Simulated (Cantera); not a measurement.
A perfectly stirred reactor is fed with CH4 : H2 = 1 : 6.1 (molar parts), at 2670 Pa; it is held at 1650 K, and followed from long to short residence time.

Computed with Cantera and GRI-Mech 3.0 (53 species, 325 reactions). GRI-Mech 3.0 stops at C3 and has no aromatics, soot or wall deposition, so with more carbon than oxygen in the feed, carbon stays in small species such as C2H2 where larger ones or solid carbon would form. Radical loss at walls, strong at low pressure, is not modelled.

Task: What does this change do: CH4 1 to 0.27 parts?

Result: 
| quantity | before | after |
|---|---|---|
| x(CH4) at τ = 14.0 s | 0.0181 | 0.00962 |
| x(H2) at τ = 14.0 s | 0.928 | 0.974 |
| x(C2H6) at τ = 14.0 s | 9.90e-7 | 2.82e-7 |
| x(CH3) at τ = 14.0 s | 0.000192 | 0.000104 |
| x(C2H4) at τ = 14.0 s | 0.000119 | 3.57e-5 |
| x(CH4) at τ = 25.0 ms | 0.136 | 0.0420 |
| x(H2) at τ = 25.0 ms | 0.861 | 0.958 |
| x(C2H6) at τ = 25.0 ms | 2.22e-5 | 1.53e-6 |
| x(CH3) at τ = 25.0 ms | 0.000783 | 0.000199 |
| x(C2H4) at τ = 25.0 ms | 0.000462 | 3.22e-5 |
